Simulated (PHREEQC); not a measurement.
A solution holds 0.0018 mol H2SO4, 0.0029 mol CuSO4 and 0.0018 mol MgSO4 per kg of water, at 91 °C. Closed to the air; pH follows from the charge balance.

Equilibrium calculation in PHREEQC: ion-association model, phreeqc.dat.

Precipitation was switched off in this run.

Q: Order these S species by the share of S that they hold, largest first: CuSO4, MgSO4, HSO4-, SO4-2.

A: SO4-2 (47 %), HSO4- (28 %), MgSO4 (14 %), CuSO4 (11 %)

The pH is 2.80 and the ionic strength 0.0142 mol/kgw. Away from 25 °C the constants follow the database's enthalpies or fits; those with neither stay at their 25 °C values.
